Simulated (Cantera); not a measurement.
Mixture: CO : H2 : CH4 : O2 : N2 = 1 : 0.033 : 0.26 : 1.96 : 7.35 (molar parts), equivalence ratio 0.53, at 750 Torr, adiabatic and at constant volume. Ignition delay is the time to a rise of 400 K.

Model: GRI-Mech 3.0 (53 species, 325 reactions), integrated in Cantera.

Question: What does this change do: pressure from 750 Torr to 1130 Torr?

Answer: 
```csv
quantity,before,after
delay at 1150 K,5.36 ms,4.01 ms
delay at 1250 K,2.07 ms,1.56 ms
delay at 1350 K,0.891 ms,0.658 ms
delay at 1450 K,0.441 ms,0.316 ms
delay at 1550 K,0.244 ms,0.171 ms
delay at 1650 K,0.145 ms,0.100 ms
apparent activation energy between 1450 and 1650 K,110 kJ/mol,110 kJ/mol
```
